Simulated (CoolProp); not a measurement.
Properties of octamethylcyclotetrasiloxane (D4) along the isobar 4.14 MPa.

The numbers come from the reference Helmholtz-energy equation of state, Thol 2015 in CoolProp.

```json
[
 {"T (K)": "487.5", "phase": "liquid", "cv (kJ/(kg K))": "1.800", "speed of sound (m/s)": "438.2", "Joule-Thomson coefficient (K/MPa)": "-0.08607"},
 {"T (K)": "500.8", "phase": "liquid", "cv (kJ/(kg K))": "1.830", "speed of sound (m/s)": "409.3", "Joule-Thomson coefficient (K/MPa)": "-0.03733"},
 {"T (K)": "514", "phase": "liquid", "cv (kJ/(kg K))": "1.859", "speed of sound (m/s)": "381.2", "Joule-Thomson coefficient (K/MPa)": "0.01960"},
 {"T (K)": "527.3", "phase": "liquid", "cv (kJ/(kg K))": "1.887", "speed of sound (m/s)": "353.5", "Joule-Thomson coefficient (K/MPa)": "0.08805"},
 {"T (K)": "540.5", "phase": "liquid", "cv (kJ/(kg K))": "1.914", "speed of sound (m/s)": "326.7", "Joule-Thomson coefficient (K/MPa)": "0.1702"},
 {"T (K)": "553.8", "phase": "liquid", "cv (kJ/(kg K))": "1.941", "speed of sound (m/s)": "300.2", "Joule-Thomson coefficient (K/MPa)": "0.2718"},
 {"T (K)": "567", "phase": "liquid", "cv (kJ/(kg K))": "1.967", "speed of sound (m/s)": "274.6", "Joule-Thomson coefficient (K/MPa)": "0.3971"},
 {"T (K)": "580.3", "phase": "liquid", "cv (kJ/(kg K))": "1.992", "speed of sound (m/s)": "249.6", "Joule-Thomson coefficient (K/MPa)": "0.5558"},
 {"T (K)": "593.5", "phase": "supercritical", "cv (kJ/(kg K))": "2.017", "speed of sound (m/s)": "225.8", "Joule-Thomson coefficient (K/MPa)": "0.7549"},
 {"T (K)": "606.8", "phase": "supercritical", "cv (kJ/(kg K))": "2.040", "speed of sound (m/s)": "203.3", "Joule-Thomson coefficient (K/MPa)": "1.008"},
 {"T (K)": "620", "phase": "supercritical", "cv (kJ/(kg K))": "2.063", "speed of sound (m/s)": "182.8", "Joule-Thomson coefficient (K/MPa)": "1.320"}
]
```
